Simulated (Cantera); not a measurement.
A closed system holds: 1 mol C3H6, 0.56 mol O2, 14 mol H2, held at 850000 Pa.

Equilibrium computed with Cantera from the NASA thermochemical tables; the gas is ideal and each condensed phase is pure. Candidate condensed phases: C, C6H6, C7H8, C8H18, H2O; 110 gas species. Rates play no part. All values below are at 777 °C.

Base state: H2 0.751, CH4 0.175, H2O 0.0464, CO 0.0255, CO2 0.00186, C2H6 1.10e-5 (mole fractions); condensed: gas only.

Problem. What changes in the equilibrium state with this change: O2 from 0.56 to 1.8 mol?

Solution. 
```csv
species,before,after
H2,0.751,0.685
H2O,0.0464,0.132
CH4,0.175,0.109
CO2,0.00186,0.0136
CO,0.0255,0.0599
C2H6,1.10e-5,4.68e-6
```
